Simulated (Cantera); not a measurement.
A closed system holds: 1 mol HCl, 2.5 mol H2, 0.35 mol N2, at 1827 °C and 7.70 bar.

These are equilibrium values from Cantera (NASA tables, ideal gas, pure condensed phases), not measurements of a reactor. Candidate condensed phases: NH4Cl; 12 gas species. Equilibrium is a limit: real reactors are often held back by kinetics, nucleation or transport.

What is the equilibrium state?


| Item | Value |
|---|---|
| x(H2) | 0.649 |
| x(HCl) | 0.259 |
| x(N2) | 0.0908 |
| x(H) | 0.000904 |
| x(Cl) | 0.000266 |
| x(NH3) | 2.08e-5 |
| gas amount | 3.852 mol |
